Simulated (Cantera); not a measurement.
A Cantera script and its output.

```python
import numpy as np
import cantera as ct

gas = ct.Solution("gri30.yaml")
gas.TPX = 1650, 500000, {'CH4': 1, 'O2': 3.77, 'N2': 14.2, 'H2': 0.059}
reactor = ct.IdealGasReactor(gas, energy="on", clone=False)
net = ct.ReactorNet([reactor])
net.rtol, net.atol = 1e-08, 1e-16
show = ['CH4', 'O2', 'HCO', 'H2', 'N2O', 'OH']
times = np.geomspace(9e-06, 0.7, 16)

steps = ct.SolutionArray(gas, extra=["t"])
rows = []
print(f"{'t/s':>10s}{'T/K':>9s}{'P/Pa':>11s}" + "".join(f"{s:>11s}" for s in show))
for t in times:
    while net.time < t:
        t_next = net.step()
        steps.append(gas.state, t=t_next)
    rows.append([np.interp(t, steps.t, y) for y in (steps.T, steps.P, *steps(*show).X.T)])
    print(f"{t:10.3e}{rows[-1][0]:9.1f}{rows[-1][1]:11.4g}" + "".join(f"{x:11.3e}" for x in rows[-1][2:]))
rate = np.gradient(steps.T, steps.t)
print("integrator steps:", len(steps.t))
if steps.T.max() > steps.T[0] + 200:
    print(f"time of steepest temperature rise: {steps.t[rate.argmax()]:.4e} s")
gas.TPX = 1650, 500000, {'CH4': 1, 'O2': 3.77, 'N2': 14.2, 'H2': 0.059}
gas.equilibrate("UV")
print(f"equilibrium (UV): T = {gas.T:.1f} K  " + "  ".join(f"{s} {gas[s].X[0]:.3e}" for s in show))
```

It prints:

```
       t/s      T/K       P/Pa        CH4         O2        HCO         H2        N2O         OH
 9.000e-06   1649.9      5e+05  5.247e-02  1.981e-01  8.665e-10  3.103e-03  4.210e-10  8.439e-07
 1.907e-05   1650.5  5.002e+05  5.217e-02  1.979e-01  1.329e-08  3.110e-03  1.734e-09  3.073e-06
 4.040e-05   1666.6  5.052e+05  4.903e-02  1.958e-01  5.345e-07  3.485e-03  1.118e-08  2.212e-05
 8.559e-05   2804.8  8.598e+05  7.760e-17  8.858e-02  9.170e-09  2.466e-03  3.100e-06  1.563e-02
 1.813e-04   2797.9  8.574e+05  7.455e-17  8.658e-02  8.784e-09  2.432e-03  3.094e-06  1.529e-02
 3.842e-04   2787.1  8.537e+05  7.028e-17  8.361e-02  8.276e-09  2.386e-03  3.133e-06  1.480e-02
 8.139e-04   2776.5  8.501e+05  6.622e-17  8.072e-02  7.804e-09  2.342e-03  3.221e-06  1.432e-02
 1.724e-03   2771.7  8.485e+05  6.447e-17  7.944e-02  7.601e-09  2.322e-03  3.275e-06  1.411e-02
 3.653e-03   2771.2  8.483e+05  6.428e-17  7.930e-02  7.579e-09  2.320e-03  3.281e-06  1.408e-02
 7.740e-03   2771.2  8.483e+05  6.428e-17  7.930e-02  7.579e-09  2.320e-03  3.281e-06  1.408e-02
 1.640e-02   2771.2  8.483e+05  6.428e-17  7.930e-02  7.579e-09  2.320e-03  3.281e-06  1.408e-02
 3.474e-02   2771.2  8.483e+05  6.428e-17  7.930e-02  7.579e-09  2.320e-03  3.281e-06  1.408e-02
 7.361e-02   2771.2  8.483e+05  6.428e-17  7.930e-02  7.579e-09  2.320e-03  3.281e-06  1.408e-02
 1.559e-01   2771.2  8.483e+05  6.428e-17  7.930e-02  7.579e-09  2.320e-03  3.281e-06  1.408e-02
 3.304e-01   2771.2  8.483e+05  6.428e-17  7.930e-02  7.579e-09  2.320e-03  3.281e-06  1.408e-02
 7.000e-01   2771.2  8.483e+05  6.428e-17  7.930e-02  7.579e-09  2.320e-03  3.281e-06  1.408e-02
integrator steps: 1750
time of steepest temperature rise: 5.9643e-05 s
equilibrium (UV): T = 2771.2 K  CH4 9.076e-17  O2 7.930e-02  HCO 7.579e-09  H2 2.320e-03  N2O 3.281e-06  OH 1.408e-02
```

Model: GRI-Mech 3.0 (53 species, 325 reactions), integrated in Cantera.
